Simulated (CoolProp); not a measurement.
Vapour pressure (kPa) of carbonyl sulfide: the reference equation beside estimates from Tc = 105.6 °C, pc = 6369 kPa, ω = 0.098. Clausius-Clapeyron is anchored at -36.65 °C with a constant enthalpy of vaporisation of 18.00 kJ/mol.

Model: reference Helmholtz-energy equation of state, Lemmon 2006, in CoolProp. It is a short technical equation, of lower accuracy than the large ones.

```tsv
T (°C)	reference	Clausius-Clapeyron	van der Waals	Redlich-Kwong	Peng-Robinson
-92.85	8.165	10.50	125.9	7.082	8.745
-78.75	21.57	25.09	210.8	20.51	22.53
-64.75	48.85	53.01	329.3	49.36	50.17
-50.65	99.05	102.4	489.1	104.0	100.5
-36.65	182.1	182.1	693.7	195.8	183.4
-22.65	310.7	303.7	949.4	338.3	311.4
-8.55	500.0	481.4	1263	547.4	499.9
5.45	762.1	726.1	1636	834.5	761.5
```

Absolute difference from the reference over all 8 rows, mean and median: Clausius-Clapeyron 8.4 and 4.2 %, van der Waals 505.1 and 337.4 %, Redlich-Kwong 7.5 and 8.2 %, Peng-Robinson 2.1 and 1.1 %.
